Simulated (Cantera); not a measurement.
What does this Cantera script print?

```python
import numpy as np
import cantera as ct

gas_names = """
    CL CL2 H HCL H2 Si SiCL SiCL2 SiCL3 SiCL4 SiH SiHCL3 SiH2 SiH2CL2 SiH3 SiH3CL SiH4 Si2 Si3
""".split()
cond_names = """
    Si(cr) Si(L)
""".split()


# ... load() reads the species with a 1 bar reference pressure and builds the phases ...
atoms = {
    'Si': {'Si': 1},
    'HCl': {'H': 1, 'CL': 1},
}
top_T = {}  # K; cautious upper limits of use, not melting points


# ... equilibrate(T, P, feed) seeds the gas with the atoms and calls Mixture.equilibrate('TP', solver="vcs", rtol=1e-11, max_steps=5000) ...
results = []
T = 1648.15  # K
P = 310  # Pa
for m in [2.7, 3.6, 4.7, 6.3, 8.3, 11, 14, 19]:
    feed = {'Si': 1, 'HCl': m}  # mol
    mix = equilibrate(T, P, feed)
    results.append((T, P, feed, dict(zip(mix.species_names, mix.species_moles))))

top = {s: max(r[3][s] / sum(r[3][g] for g in gas_names) for r in results) for s in gas_names}
cols = sorted((s for s in top if top[s] > 1e-05), key=lambda s: -top[s])[:7]
seen = [c for c in cond_names if any(r[3].get(c, 0) > 1e-12 for r in results)]
print("log10 of partial pressures in bar; condensed amounts in mol")
print(f"{'n(HCl)':>10s}" + "".join(f"{s[:9]:>10s}" for s in cols + seen))
for T, P, feed, n in results:
    ng = sum(n[g] for g in gas_names)
    print(f"{feed['HCl']:10.4g}" + "".join(f"{np.log10(max(n[s] / ng * P / 1e5, 1e-99)):10.3f}" for s in cols)
          + "".join(f"{n.get(c, 0):10.4g}" for c in seen))
```

It prints:

```
log10 of partial pressures in bar; condensed amounts in mol
    n(HCl)       HCL        H2     SiCL2     SiCL3        CL     SiCL4         H
       2.7    -3.110    -2.933    -2.950    -4.572    -5.798    -5.851    -5.516
       3.6    -2.874    -3.050    -3.084    -4.412    -5.504    -5.396    -5.575
       4.7    -2.761    -3.159    -3.211    -4.371    -5.337    -5.188    -5.629
       6.3    -2.685    -3.277    -3.352    -4.377    -5.201    -5.058    -5.688
       8.3    -2.637    -3.388    -3.486    -4.408    -5.099    -4.988    -5.744
        11    -2.604    -3.499    -3.624    -4.458    -5.010    -4.948    -5.799
        14    -2.583    -3.593    -3.744    -4.510    -4.942    -4.933    -5.846
        19    -2.564    -3.710    -3.898    -4.587    -4.865    -4.932    -5.905
```

Equilibrium computed with Cantera from the NASA thermochemical tables; the gas is ideal and each condensed phase is pure. The tables' values for SiCl3, SiCl are old estimates; treat these amounts as uncertain.
